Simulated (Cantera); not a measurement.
Source: NASA polynomial tables (part measured, part estimated), evaluated in Cantera. Values are per mole of reaction as written; species without (g) are pure solids or liquids, kept so even where they would boil at 1 bar. TaC: taken at fixed stoichiometry.

**Question.** Between 623 and 1148 K, where is each reaction favourable under standard conditions?
- TaO2(g) + 3 CH4(g) → 2 CH3OH(g) + TaC + 2 H2(g)

**Answer.** 
- TaO2(g) + 3 CH4(g) → 2 CH3OH(g) + TaC + 2 H2(g): ΔG° is -91 kJ at 623 K and -78 kJ at 1148 K; it stays negative (K > 1). ΔH° is -101 kJ and ΔS° -20 J/K at 1148 K.
